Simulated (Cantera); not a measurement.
Cantera run:

```python
import numpy as np
import cantera as ct

gas_names = """
    H2 H2O2 P4
""".split()
cond_names = """
    P4O10(s)
""".split()


# ... load() reads the species with a 1 bar reference pressure and builds the phases ...
species = {s.name: s for s in load("nasa_gas.yaml", gas_names) + load("nasa_condensed.yaml", cond_names)}
# Each term lists the table entries of one substance; the one whose range holds T is used.
reactions = {
    'P4O10 + 5 H2(g) = 5 H2O2(g) + P4(g)':
        [(-1, ['P4O10(s)']), (-5, ['H2']), (5, ['H2O2']), (1, ['P4'])],
}


def pick(names, T):
    return next(species[n] for n in names if species[n].thermo.min_temp <= T <= species[n].thermo.max_temp)


results = []
for label, terms in reactions.items():
    print(label)
    print("     T/K   dH/kJ  dS/(J/K)   dG/kJ   log10 K")
    for T in [373, 423, 473, 523, 573, 623]:
        used = [(nu, pick(names, T)) for nu, names in terms]
        dH = sum(nu * s.thermo.h(T) for nu, s in used) / 1e6
        dS = sum(nu * s.thermo.s(T) for nu, s in used) / 1e3
        dG = dH - T * dS / 1e3
        logK = -dG * 1e6 / (ct.gas_constant * T * np.log(10))
        results.append((label, T, dH, dS, dG, logK, [s.name for _, s in used]))
        print(f"{T:8g} {dH:8.1f} {dS:8.1f} {dG:8.1f} {logK:8.2f}")
```

Result:

```
P4O10 + 5 H2(g) = 5 H2O2(g) + P4(g)
     T/K   dH/kJ  dS/(J/K)   dG/kJ   log10 K
     373   2380.9    551.1   2175.3  -304.62
     423   2375.8    538.4   2148.1  -265.25
     473   2370.3    526.1   2121.5  -234.27
     523   2364.3    514.1   2095.5  -209.28
     573   2358.0    502.5   2070.0  -188.70
     623   2351.2    491.1   2045.2  -171.47
```

Standard-state values (1 bar) from the NASA 1993 polynomials, evaluated with Cantera. Condensed species are held in their standard states even where they would react or evaporate.
